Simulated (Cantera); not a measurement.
A closed system holds: 1 mol Si, 2.9 mol NF₃, 100 mol N₂, equilibrated at 302 °C and 1.33 mbar.

Method: chemical equilibrium by Gibbs-energy minimisation in Cantera with the NASA 1993 tables (ideal gas, pure condensed phases). Candidate condensed phases: Si, Si₃N₄; 16 gas species. Rates play no part.

Base state: N₂ 0.974, NF₃ 0.0127, SiF₄ 0.00966, F₂ 0.00353, F 0.000113 (mole fractions); condensed: gas only.

Task: What changes in the equilibrium state with this change: temperature from 302 °C to 1027 °C?

Result: 
```tsv
species	before	after
N₂	0.974	0.947
F	0.000113	0.0439
SiF₄	0.00966	0.00933
NF₃	0.0127	<1e-9
F₂	0.00353	2.70e-6
```
